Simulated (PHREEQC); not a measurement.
Dissolve 120 mmol/kgw MnSO4, 0.097 mmol/kgw MgSO4, 0.12 mmol/kgw HCl and 190 mmol/kgw Na2SO4 at 25 °C. Closed to the air; pH follows from the charge balance.

The numbers come from PHREEQC with the ion-association model, phreeqc.dat.

The ionic strength comes out as 0.673 mol/kgw. What activity coefficients do Cl-, HSO4-, Mg+2, Na+, NaSO4- get?

Cl- 0.63, HSO4- 0.75, Mg+2 0.29, Na+ 0.72, NaSO4- 0.68.

Precipitation was switched off in this run.
